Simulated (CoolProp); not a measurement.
Values from CoolProp's reference Helmholtz-energy equation of state, Schmidt 1985.

Task: For oxygen, give the phase and the density (kg/m³), cp (kJ/(kg K)), cv (kJ/(kg K)), Joule-Thomson coefficient (K/MPa) at -117.55 °C and 7210 kPa; -117.55 °C and 14400 kPa.

Result: 
- -117.55 °C and 7210 kPa: supercritical; density 699, cp 3.26, cv 0.837, Joule-Thomson coefficient 1.13
- -117.55 °C and 14400 kPa: supercritical; density 819, cp 2.02, cv 0.803, Joule-Thomson coefficient 0.227
